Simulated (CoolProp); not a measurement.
The fluid at 484.13 K and 3.71 MPa is throttled through a valve to 2.09 MPa with no heat exchange. The same conditions are run with several fluids, on thermodynamics alone (safety and materials aside).

Computed with CoolProp (reference Helmholtz-energy equation of state of each fluid (n-heptane: Span 2003; n-nonane: Lemmon 2006; cyclohexane: Zhou 2014; decamethylcyclopentasiloxane (D5): Thol 2019; n-octane: Beckmüller 2019)).

```
fluid                              temperature change (K)  final density (kg/m³)
---------------------------------  ----------------------  ---------------------
n-heptane                                            -0.5                    487
n-nonane                                             +0.1                    555
cyclohexane                                          -0.4                    563
decamethylcyclopentasiloxane (D5)                    +0.3                    755
n-octane                                             -0.1                    524
```
